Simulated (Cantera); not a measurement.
Mixture: C₃H₈ : O₂ : N₂ = 1 : 9.8 : 36.9 (molar parts), at 170000 Pa, adiabatic and at constant volume. Ignition delay is the time to a rise of 400 K.

Model: GRI-Mech 3.0 (53 species, 325 reactions), integrated in Cantera. GRI-Mech 3.0 was tuned for natural gas; its chemistry of propane as a main component is partial and can be far from experiment.

Q: Predict: delay at 1025 K; delay at 1125 K; delay at 1225 K; delay at 1325 K; delay at 1425 K; delay at 1525 K; apparent activation energy between 1325 and 1525 K.

A: 
```
Item                                                    Result
--------------------------------------------------  ----------
delay at 1025 K                                        0.191 s
delay at 1125 K                                        20.6 ms
delay at 1225 K                                        2.57 ms
delay at 1325 K                                       0.440 ms
delay at 1425 K                                       0.110 ms
delay at 1525 K                                        38.6 µs
apparent activation energy between 1325 and 1525 K  200 kJ/mol
```
